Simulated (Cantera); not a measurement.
Mixture: C3H8 : O2 : N2 = 1 : 2.5 : 9.4 (molar parts), equivalence ratio 2.0, at 1.00 atm, adiabatic and at constant pressure. Ignition delay is the time to a rise of 400 K.

Model: GRI-Mech 3.0 (53 species, 325 reactions), integrated in Cantera. GRI-Mech 3.0 was tuned for natural gas; its chemistry of propane as a main component is partial and can be far from experiment.

**Question.** What does this change do: 0.98 parts H2 added?

**Answer.** 
| quantity | before | after |
|---|---|---|
| delay at 1298 K | 1.07 ms | 0.840 ms |
| delay at 1398 K | 0.257 ms | 0.224 ms |
| delay at 1498 K | 87.7 µs | 81.2 µs |
| delay at 1598 K | 39.7 µs | 38.0 µs |
| delay at 1698 K | 22.1 µs | 21.5 µs |
| delay at 1798 K | 14.2 µs | 13.9 µs |
| delay at 1898 K | 9.99 µs | 9.83 µs |
| apparent activation energy between 1698 and 1898 K | 110 kJ/mol | 100 kJ/mol |

**Question.** What does this change do: pressure from 1.00 atm to 1.97 atm?

**Answer.** 
```json
[
 {"quantity": "delay at 1298 K", "before": "1.07 ms", "after": "0.768 ms"},
 {"quantity": "delay at 1398 K", "before": "0.257 ms", "after": "0.176 ms"},
 {"quantity": "delay at 1498 K", "before": "87.7 µs", "after": "57.1 µs"},
 {"quantity": "delay at 1598 K", "before": "39.7 µs", "after": "24.5 µs"},
 {"quantity": "delay at 1698 K", "before": "22.1 µs", "after": "13.1 µs"},
 {"quantity": "delay at 1798 K", "before": "14.2 µs", "after": "8.10 µs"},
 {"quantity": "delay at 1898 K", "before": "9.99 µs", "after": "5.59 µs"},
 {"quantity": "apparent activation energy between 1698 and 1898 K", "before": "110 kJ/mol", "after": "110 kJ/mol"}
]
```
